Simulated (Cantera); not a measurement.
Charge: 1 mol Ta(OEt)5, 2.9 mol O2, a varied amount of H2, held at 1850 K and 1.80 bar.

Points: n(H2) (mol) = 10, 14, 19, 27, 36, 50, 68, 93, 130, 170, 240.

Cantera's Mixture.equilibrate('TP', solver="vcs", rtol=1e-11, max_steps=5000) on the NASA tables stopped like this:

```
ERROR: FAILURE its = 5001!

*******************************************************************************
CanteraError thrown by MultiPhase::equilibrate:
VCS solver failed. Return code: -1
*******************************************************************************
```

**Question.** What got this run through?

**Answer.** Several could match; the one computed here: The failure is numerical, not chemical. The same input converged with solver="gibbs", rtol=1e-10, max_steps=50000, and the result passed a check of the equilibrium conditions:
```
log10 of partial pressures in bar; condensed amounts in mol
     n(H2)        H2        CO       H2O    TaC(s)  Ta2O5(s)
        10     0.100    -0.274    -2.066    0.5338    0.2331
        14     0.120    -0.325    -2.061    0.5397    0.2302
        19     0.138    -0.382    -2.058    0.5467    0.2267
        27     0.159    -0.460    -2.060    0.5574    0.2213
        36     0.175    -0.534    -2.065    0.5687    0.2157
        50     0.192    -0.628    -2.075    0.5851    0.2074
        68     0.205    -0.726    -2.090    0.6049    0.1976
        93     0.216    -0.834    -2.110    0.6303    0.1849
       130     0.226    -0.957    -2.135    0.6649    0.1675
       170     0.232    -1.060    -2.159    0.6995    0.1503
       240     0.238    -1.197    -2.192    0.7551    0.1225
```

The gas is ideal and each condensed phase is pure. The feed counts by its element totals alone. Mutual solubility and eutectic melting of coexisting phases are not modelled. TaC: taken at fixed stoichiometry. Condensed phases not in the tables: Ta2C.
